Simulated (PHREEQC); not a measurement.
A solution holds 1.3 mmol/kgw NaHCO3 and 69 mmol/kgw NH3, at 45 °C. Closed to the air; pH follows from the charge balance.

Computed with PHREEQC (ion-association model, phreeqc.dat).

```yaml
pH: 10.30
ionic_strength: 0.00372 mol/kgw
specific_conductance: 696 µS/cm
total_alkalinity: 70.3 meq/kg
```

| species | molality | activity | log γ |
|---|---|---|---|
| NH3 | 0.0673 | 0.0674 | 0.000 |
| NH4+ | 0.00168 | 0.00156 | -0.031 |
| Na+ | 0.00126 | 0.00118 | -0.029 |
| OH- | 0.000871 | 0.000813 | -0.030 |
| CO3-2 | 0.000772 | 0.000591 | -0.116 |
| HCO3- | 0.000491 | 0.000460 | -0.029 |
| NaCO3- | 3.58e-5 | 3.34e-5 | -0.030 |
| NaHCO3 | 2.74e-7 | 2.74e-7 | 0.000 |

Precipitation was switched off in this run. At this temperature some constants are extrapolated from 25 °C, and those without enthalpy data are left unchanged.
